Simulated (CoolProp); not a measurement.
R410A at 378.4 K and 2.03 MPa is throttled through a valve to 0.57 MPa with no heat exchange. Each further row changes one setting.

Computed with CoolProp (reference Helmholtz-energy equation of state, Lemmon 2003). It is a pseudo-pure fit of the blend.

```csv
case,temperature change (K),final density (kg/m³)
as stated,(withheld),(withheld)
outlet pressure 0.171 MPa,-18.6,(withheld)
outlet pressure 0.741 MPa,(withheld),18.5
```

Q: Complete the blanks.

A: 
- as stated, temperature change (K): -14.4
- as stated, final density (kg/m³): 14.2
- outlet pressure 0.171 MPa, final density (kg/m³): 4.20
- outlet pressure 0.741 MPa, temperature change (K): -12.6
